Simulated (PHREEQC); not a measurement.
Dissolve 54 mmol/kgw H2SO4, 4.3 mmol/kgw H3BO3 and 0.015 mmol/kgw H4SiO4 at 20 °C. Closed to the air; pH follows from the charge balance.

All values are PHREEQC results (ion-association model, wateq4f.dat), not measurements.

Each row changes one thing in this solution. This is a speciation only: nothing precipitates in the calculation.

```csv
case,pH,ionic strength (mol/kgw),HSO4- (mol/kgw),SO4-2 (mol/kgw),H2BO3- (mol/kgw),SI of Quartz (SiO2)
as made,1.24,0.0846,0.0387,0.0153,5.24e-11,-0.76
diluted 2-fold with water,1.49,0.0478,0.0166,0.0104,4.42e-11,-1.06
H4SiO4 replaced by K2SiO3 at the same molality,1.24,0.0846,0.0387,0.0153,5.24e-11,-0.76
H2SO4 from 0.054 to 0.54 mol/kgw,0.35,0.628,0.496,0.0442,1.03e-11,-0.69
temperature from 20 to 40 °C,1.26,0.0767,0.0427,0.0113,7.88e-11,-1.04
diluted 10-fold with water,2.09,0.0126,0.00183,0.00357,3.13e-11,-1.77
H4SiO4 replaced by (NH4)2SiF6 at the same molality,1.24,0.0846,0.0387,0.0153,5.24e-11,-0.76
H2SO4 from 0.054 to 0.0486 mol/kgw,1.28,0.0775,0.0341,0.0144,5.66e-11,-0.76
```

Away from 25 °C the constants follow the database's enthalpies or fits; those with neither stay at their 25 °C values. SiF6-2 is the database's only silicon fluoride. Real BF4- forms and hydrolyses slowly; the run takes it at equilibrium.
